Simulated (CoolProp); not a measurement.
Vapour-liquid equilibrium of nitrogen (1) + methane (2) at 108 K; x and y are mole fractions of (1).

Model: multi-fluid Helmholtz-energy mixture model, Span 2000 and Setzmann 1991; pair parameters Kunz 2012, in CoolProp.

| x | bubble pressure (MPa) | y at the bubble point | dew pressure at overall composition x (MPa) | liquid density (mol/L) |
|---|---|---|---|---|
| 0.05 | 0.1765 | 0.581 | 0.07801 | 26.56 |
| 0.15 | 0.3487 | 0.794 | 0.08730 | 26.35 |
| 0.25 | 0.4887 | 0.859 | 0.09906 | 26.11 |
| 0.35 | 0.6065 | 0.892 | 0.1143 | 25.85 |
| 0.45 | 0.7100 | 0.913 | 0.1350 | 25.54 |
| 0.55 | 0.8058 | 0.930 | 0.1646 | 25.20 |
| 0.65 | 0.8998 | 0.944 | 0.2103 | 24.80 |
| 0.75 | 0.9977 | 0.958 | 0.2905 | 24.33 |
| 0.85 | 1.106 | 0.973 | 0.4634 | 23.78 |
| 0.95 | 1.231 | 0.990 | 0.9417 | 23.11 |

No azeotrope shows between x = 0.05 and 0.95.

The pair parameters rest on a limited set of measurements; away from them the model extrapolates. The gap from Raoult's law changes sign with composition, which may be real or a fault of the pair parameters; it wasn't checked against measurements.
